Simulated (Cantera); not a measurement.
A closed system holds: 1 mol CF4, 2.6 mol H2, at 2550 °C and 10.0 Torr.

Method: chemical equilibrium by Gibbs-energy minimisation in Cantera with the NASA 1993 tables (ideal gas, pure condensed phases). Kinetics and transport are ignored.

```tsv
species	before	after
HF	0.776	0.796
H	0.160	0.138
H2	0.0434	0.0541
F	0.0126	0.00766
C5	3.25e-5	1.01e-5
C2	0.000308	0.000122
C3	0.00314	0.00127
C	0.000635	0.000283
CF	0.000986	0.000501
CF2	3.23e-5	1.80e-5
C(graphite), mol	0.916	0.956
```
Gas species are given as mole fractions.

### Question
Which change was made?
A. pressure from 10.0 Torr to 4.50 Torr
B. temperature from 2550 °C to 2477 °C
C. H2 from 2.6 to 0.18 mol
D. H2 from 2.6 to 0.089 mol

### Answer
B, temperature from 2550 °C to 2477 °C
